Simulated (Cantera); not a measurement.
# Si2Cl6 + N2 (silicon nitride deposition)

Feed: 1 mol Si2Cl6, 3.8 mol N2.

Cantera equilibrium calculation (NASA polynomials, part measured and part estimated; ideal gas, pure solids and liquids). Candidate condensed phases: Si, Si3N4; 13 gas species. The feed counts by its element totals alone. N2 is the only nitrogen source here; it is nearly inert below about 1500 K, so the nitride shown seldom forms there in practice. The tables' values for SiCl3 are old estimates. Kinetics and transport are ignored.

Stable condensed phases:

```
T in K \ P in Pa
              5     21     85    350   1400   5900  24000 100000
   1450       A      A      A      A      B      B      B      B
   1400       A      A      A      A      B      B      B      B
   1350       A      A      A      B      B      B      B      B
   1300       A      A      B      B      B      B      B      B
   1250       A      B      B      B      B      B      B      B
   1200       B      B      B      B      B      B      B      B
   1150       B      B      B      B      B      B      B      B
   1100       B      B      B      B      B      B      B      B
   1050       B      B      B      B      B      B      B      B
   1000       B      B      B      B      B      B      B      B
    950       B      B      B      B      B      B      B      B
    900       B      B      B      B      B      B      B      B
    850       B      B      B      B      B      B      B      B
    800       B      B      B      B      B      B      B      B
```

A: gas only; B: Si3N4.
